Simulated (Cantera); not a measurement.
# Gas-phase reforming

An isothermal, constant-pressure homogeneous reactor starts with 50.0 % CH4, 50.0 % CO2, at 2100 K and 2.76 atm.

Model: GRI-Mech 3.0 (53 species, 325 reactions), integrated in Cantera.

```
t (s)        x CH4     x CO2      x O2    x C2H4     x OH   x H2    x C2H6
--------  --------  --------  --------  --------  -------  -----  --------
4.00e-5      0.154     0.337   2.83e-9   0.00976  3.03e-5  0.291  0.000610
0.000110    0.0662     0.221   8.39e-9   0.00215  5.40e-5  0.312  0.000134
0.000303    0.0226    0.0960   2.10e-8  0.000700  9.11e-5  0.272   2.37e-5
0.000835    0.0136    0.0471   1.87e-8  0.000464  8.25e-5  0.295   8.78e-6
0.00230     0.0106    0.0296   7.71e-9  0.000338  4.98e-5  0.358   4.14e-6
0.00632    0.00682    0.0160   2.45e-9  0.000205  2.58e-5  0.418   1.44e-6
0.0174     0.00364   0.00743  5.92e-10  0.000102  1.17e-5  0.460   3.74e-7
0.0479     0.00170   0.00309  1.11e-10   4.39e-5  4.84e-6  0.482   8.03e-8
0.132     0.000759   0.00120  1.73e-11   1.70e-5  1.87e-6  0.492   1.69e-8
0.363     0.000356  0.000447  2.45e-12   6.19e-6  6.96e-7  0.496   4.05e-9
1.00      0.000183  0.000166    <1e-12   2.16e-6  2.58e-7  0.498   1.14e-9
```
x: mole fraction; the columns are a selection and need not sum to one.

Equilibrium at this temperature and pressure: CH4 7.10e-5, CO2 3.62e-5, O2 <1e-12, C2H4 3.82e-7, OH 5.63e-8, H2 0.499, C2H6 1.80e-10 (gas phase only).
